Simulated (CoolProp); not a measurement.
Vapour-liquid equilibrium of R152A (1) + n-butane (2) at 0.906 bar; x and y are mole fractions of (1).

Computed with CoolProp (multi-fluid Helmholtz-energy mixture model, Outcalt 1996 and Bücker 2006; pair parameters Bell 2016).

| x | bubble temperature, mixture model (K) | bubble temperature, Raoult's law (K) | y, mixture model | y, Raoult's law |
|---|---|---|---|---|
| 0.05 | 259.4 | 267.8 | 0.365 | 0.120 |
| 0.15 | 250.3 | 264.3 | 0.602 | 0.315 |
| 0.25 | 247.2 | 261.3 | 0.673 | 0.466 |
| 0.35 | 245.9 | 258.7 | 0.702 | 0.587 |
| 0.45 | 245.4 | 256.3 | 0.717 | 0.684 |
| 0.55 | 245.1 | 254.2 | 0.729 | 0.765 |
| 0.65 | 244.9 | 252.2 | 0.743 | 0.832 |
| 0.75 | 244.7 | 250.5 | 0.768 | 0.890 |
| 0.85 | 244.8 | 248.8 | 0.816 | 0.939 |
| 0.95 | 245.6 | 247.3 | 0.914 | 0.981 |

The largest gap from Raoult's law is -14.1 K in bubble temperature, at x = 0.25. y crosses x between x = 0.75 and 0.85: the model has an azeotrope there.

Pair parameters are fitted to limited data, so mixtures are less certain than the pure fluids. With so large a gap from Raoult's law the liquid may split in two, which this calculation doesn't test in full.
